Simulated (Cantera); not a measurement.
Source: NASA polynomial tables (part measured, part estimated), evaluated in Cantera. Values are per mole of reaction as written; species without (g) are pure solids or liquids, kept so even where they would boil at 1 bar.

Cr₂N + 3 O₂(g) → N(g) + 2 CrO₃(g), with ΔH° = 12.4 kJ and ΔS° = 5.2 J/K at 300 K.

**Question.** How far is the shortcut ΔG° ≈ ΔH°(300 K) − T·ΔS°(300 K) from the full temperature-dependent value at 773, 973, 1173, 1373, 1573, 1773 K?

**Answer.** 
```tsv
T (K)	shortcut (kJ)	full (kJ)	difference (kJ)	difference in log10 K
773	8.4	12.2	-3.8	0.26
973	7.4	14.0	-6.7	0.36
1173	6.3	16.5	-10.2	0.45
1373	5.3	19.6	-14.4	0.55
1573	4.2	23.6	-19.4	0.64
1773	3.2	28.4	-25.2	0.74
```
The shortcut ignores the heat-capacity change of the reaction.
